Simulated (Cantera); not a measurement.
A perfectly stirred reactor is fed with 4.85 % C₂H₆, 17.0 % O₂, 64.1 % N₂, 14.1 % H₂O, at 1.01 bar; it is adiabatic with a 650 K inlet, and is followed from long to short residence time, starting on the burning branch (τ in s: 0.27, 0.088, 0.029, 0.0093, 0.003, 0.00099, 0.00032, 0.0001, 3.4e-05).

Cantera simulation using GRI-Mech 3.0 (53 species, 325 reactions); the numbers are that mechanism's predictions, not measurements.

Problem. Predict: blow-out, bracketed by the residence times tried; x(C₂H₆) at τ = 0.270 s; x(O₂) at τ = 0.270 s; x(H₂O) at τ = 0.270 s; x(HO₂) at τ = 0.270 s; x(OH) at τ = 0.270 s; x(C₂H₆) at τ = 3.00 ms; x(O₂) at τ = 3.00 ms; x(H₂O) at τ = 3.00 ms; x(HO₂) at τ = 3.00 ms; x(OH) at τ = 3.00 ms.

Solution. blow-out, bracketed by the residence times tried: burning at 0.100 ms, out at 34.0 µs
x(C₂H₆) at τ = 0.270 s: 7.09e-8
x(O₂) at τ = 0.270 s: 0.00579
x(H₂O) at τ = 0.270 s: 0.269
x(HO₂) at τ = 0.270 s: 7.72e-7
x(OH) at τ = 0.270 s: 0.00394
x(C₂H₆) at τ = 3.00 ms: 5.23e-6
x(O₂) at τ = 3.00 ms: 0.0130
x(H₂O) at τ = 3.00 ms: 0.257
x(HO₂) at τ = 3.00 ms: 3.25e-6
x(OH) at τ = 3.00 ms: 0.00730
